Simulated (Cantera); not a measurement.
Feed: 1 mol CuO, 2200 mol H2, 16 mol N2, held at 1600 K and 0.100 bar.

Cantera equilibrium calculation (NASA polynomials, part measured and part estimated; ideal gas, pure solids and liquids). Candidate condensed phases: Cu, CuO, Cu(OH)2, Cu2O, H2O; 27 gas species. The numbers say what is thermodynamically allowed, not how fast it happens.

Base state: H2 0.992, N2 0.00722, H2O 0.000451, Cu 0.000398, H 0.000171 (mole fractions); condensed: Cu(l).

### Question
What changes in the equilibrium state with this change: pressure from 0.100 bar to 13.3 mbar?

### Answer
```csv
species,before,after
H2,0.992,0.991
N2,0.00722,0.00722
H,0.000171,0.000469
Cu,0.000398,0.000451
H2O,0.000451,0.000451
"Cu(l), mol",0.117,0
```
